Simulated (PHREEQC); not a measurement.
A column of 1 m (30 cells, dispersivity 0.05 m, 720 s a shift, diffusion coefficient 3e-10 m²/s) holds 0.0089 eq of the database's cation exchanger X per kg of pore water, first in equilibrium with 0.052 mol/kgw ZnCl2, 0.00037 mol/kgw CdCl2, 0.0015 mol/kgw NaCl and 1e-05 mol/kgw HCl. It is flushed with 0.0016 mol MgCl2, 0.0016 mol Na2SO4 and 1e-05 mol HCl per kg of water, at 40 °C. Values are for the last cell. The system is closed to CO2. Nothing may precipitate in this run.

The numbers come from PHREEQC with the ion-association model, phreeqc.dat.

```
pore volumes  S in solution (mol/kgw)  Mg in solution (mol/kgw)  Cd in solution (mol/kgw)  Zn in solution (mol/kgw)  Cl in solution (mol/kgw)
------------  -----------------------  ------------------------  ------------------------  ------------------------  ------------------------
0                                   0                         0                  0.000370                    0.0520                     0.106
0.35                          4.76e-7                   1.61e-7                  0.000370                    0.0520                     0.106
0.85                         0.000572                  0.000264                  0.000231                    0.0338                    0.0694
1.183                         0.00121                  0.000393                   8.29e-5                    0.0136                    0.0283
1.517                         0.00149                  0.000303                   2.45e-5                   0.00481                    0.0102
2.017                         0.00159                  0.000254                   7.83e-6                   0.00179                   0.00397
2.35                          0.00160                       ___                   5.92e-6                   0.00139                   0.00337
2.683                         0.00160                  0.000436                       ___                   0.00119                   0.00324
3.017                         0.00160                  0.000573                       ___                   0.00104                   0.00322
3.517                         0.00160                  0.000781                   3.15e-6                  0.000822                   0.00321
3.85                          0.00160                       ___                   2.55e-6                       ___                   0.00321
4.183                         0.00160                   0.00102                   2.03e-6                  0.000581                   0.00321
4.683                         0.00160                   0.00116                   1.42e-6                  0.000438                   0.00321
5.017                         0.00160                   0.00124                   1.11e-6                  0.000359                   0.00321
```

Q: Some entries are withheld; supply them.

A: 
- 2.35, Mg in solution (mol/kgw): 0.000321
- 2.683, Cd in solution (mol/kgw): 4.97e-6
- 3.017, Cd in solution (mol/kgw): 4.20e-6
- 3.85, Mg in solution (mol/kgw): 0.000908
- 3.85, Zn in solution (mol/kgw): 0.000694

Constants without temperature data keep their 25 °C values here.
